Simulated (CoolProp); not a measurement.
1000 sccm (0 °C, 1 atm) of nitrogen bubbles through liquid o-xylene at 334.4 K and leaves saturated at a total pressure of 0.0732 MPa (ideal gas phase). Each further row changes one setting.

Values from CoolProp's reference Helmholtz-energy equation of state, Zhou 2012.

| case | vapour pressure (kPa) | mole fraction of vapour | delivery (mg/min) | delivery (sccm) | change of delivery for a bath 1 K warmer (%) |
|---|---|---|---|---|---|
| as stated | 5.77 | 0.0788 | 405 | 85.6 | 5.0 |
| bath temperature 339.4 K | 7.19 | 0.0982 | 516 | 109 | 4.9 |
| total pressure 0.146 MPa | 5.77 | 0.0395 | 195 | 41.1 | 4.8 |
